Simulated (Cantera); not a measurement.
**Thermodynamics of boron, boron nitride and boron oxide, feed borazine + H2**

Feed: 1 mol borazine, 12 mol H2, equilibrated at 1573.15 K.

These are equilibrium values from Cantera (NASA tables, ideal gas, pure condensed phases), not measurements of a reactor. Candidate condensed phases: B, BN; 15 gas species. The feed counts by its element totals alone. Mutual solubility and eutectic melting of coexisting phases are not modelled. The tables' values for BH2 are old estimates; treat these amounts as uncertain. Rates play no part.

| P (Pa) | x H2 | x H | x N2 | x BH2 | x BH3 | n B(s) | n BN(s) |
|---|---|---|---|---|---|---|---|
| 10 | 0.996 | 0.00406 | 0.000350 | 2.02e-5 | 8.51e-8 | 0.0102 | 2.99 |
| 32 | 0.998 | 0.00227 | 0.000109 | 2.03e-5 | 1.53e-7 | 0.00298 | 3.00 |
| 100 | 0.999 | 0.00129 | 3.50e-5 | 2.03e-5 | 2.70e-7 | 0.000742 | 3.00 |
| 320 | 0.999 | 0.000720 | 1.09e-5 | 2.03e-5 | 4.84e-7 | 0 | 3.00 |
| 1000 | 1.000 | 0.000407 | 7.32e-6 | 1.41e-5 | 5.92e-7 | 0 | 3.00 |
| 3200 | 1.000 | 0.000228 | 5.07e-6 | 9.44e-6 | 7.11e-7 | 0 | 3.00 |
| 10000 | 1.000 | 0.000129 | 3.59e-6 | 6.35e-6 | 8.46e-7 | 0 | 3.00 |
| 32000 | 1.000 | 7.20e-5 | 2.58e-6 | 4.19e-6 | 9.98e-7 | 0 | 3.00 |
| 100000 | 1.000 | 4.07e-5 | 1.92e-6 | 2.75e-6 | 1.16e-6 | 0 | 3.00 |
x: gas mole fraction; n: condensed amount in mol.

From 10.0 Pa to 1.00 mbar the condensed part is B(s) + BN(s). From 3.20 mbar to 1.00 bar the condensed part is BN(s).
